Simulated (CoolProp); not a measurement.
Vapour-liquid equilibrium of propane (1) + isobutane (2) at 1.95 bar; x and y are mole fractions of (1).

Values from CoolProp's multi-fluid Helmholtz-energy mixture model, Lemmon 2009 and Bücker 2006; pair parameters Kunz 2012.

### Question
Give the bubble temperature and the first vapour's composition at x = 0.05, 0.35, 0.5. Is there an azeotrope?

### Answer
x = 0.05: 3.6 °C, y = 0.126; x = 0.35: -8.9 °C, y = 0.607; x = 0.5: -13.7 °C, y = 0.747. No azeotrope shows between x = 0.05 and 0.95.

Pair parameters are fitted to limited data, so mixtures are less certain than the pure fluids.
